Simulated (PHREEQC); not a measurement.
NaOH is added in steps, without added water, to 1 kg of water holding 0.00056 mol Na2HAsO4 and 0.00073 mol HCl, at 25 °C. Oxygen alone is held at its pressure in air (log pO2 = -0.68). CO2 from the air is kept out. Solids allowed: Halite. Others were left out.

Base run: PHREEQC, ion-association model, wateq4f.dat. Each further column changes one thing. The table gives pH.

```
NaOH added (mol)   base  Na2HAsO4 from 0.00056 to 0.00084 mol/kgw  diluted 100-fold with water  no solid may form
----------------  -----  ----------------------------------------  ---------------------------  -----------------
0                  3.83                                      6.28                         5.72               3.83
0.0003525          6.79                                      7.18                        10.53               6.79
0.000705           8.37                                      8.52                        10.83               8.37
0.001058          10.43                                     10.40                        11.00              10.43
0.00141           10.75                                     10.72                        11.13              10.75
0.001762          10.93                                     10.90                        11.22              10.93
0.002115          11.06                                     11.03                        11.30              11.06
0.002585          11.19                                     11.16                        11.39              11.19
0.002938          11.27                                     11.24                        11.44              11.27
0.00329           11.33                                     11.31                        11.49              11.33
0.003642          11.39                                     11.37                        11.53              11.39
0.003995          11.44                                     11.42                        11.57              11.44
0.004347          11.48                                     11.46                        11.61              11.48
0.0047            11.53                                     11.50                        11.64              11.53
```
